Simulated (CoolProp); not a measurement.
Vapour-liquid equilibrium of m-xylene (1) + n-undecane (2) at 149.35 °C; x and y are mole fractions of (1).

Computed with CoolProp (multi-fluid Helmholtz-energy mixture model, Zhou 2012 and Aleksandrov 2011; pair parameters Bell 2016).

| x | bubble pressure, mixture model (MPa) | bubble pressure, Raoult's law (MPa) | y, mixture model | y, Raoult's law |
|---|---|---|---|---|
| 0.05 | ___ | 0.03297 | 0.187 | 0.201 |
| 0.125 | 0.03986 | 0.04083 | ___ | 0.406 |
| 0.2 | 0.04718 | 0.04869 | ___ | 0.544 |
| 0.275 | 0.05459 | 0.05654 | 0.623 | 0.644 |
| 0.35 | ___ | 0.06440 | 0.701 | 0.720 |
| 0.425 | 0.06975 | 0.07226 | ___ | 0.779 |
| 0.5 | 0.07755 | 0.08011 | 0.815 | 0.827 |
| 0.575 | 0.08549 | 0.08797 | 0.857 | 0.866 |
| 0.65 | 0.09358 | 0.09583 | 0.893 | 0.899 |
| 0.725 | 0.1018 | 0.1037 | 0.923 | 0.926 |
| 0.8 | 0.1101 | 0.1115 | 0.948 | 0.950 |
| 0.875 | 0.1185 | 0.1194 | 0.970 | 0.971 |
| 0.95 | 0.1269 | 0.1273 | 0.989 | 0.989 |

Task: Complete the blanks.

Result: 
- 0.05, bubble pressure, mixture model (MPa): 0.03258
- 0.125, y, mixture model: 0.384
- 0.2, y, mixture model: 0.521
- 0.35, bubble pressure, mixture model (MPa): 0.06210
- 0.425, y, mixture model: 0.764

The largest gap from Raoult's law is -3.6 % in bubble pressure, at x = 0.35. No azeotrope shows between x = 0.05 and 0.95.

The pair parameters rest on a limited set of measurements; away from them the model extrapolates.
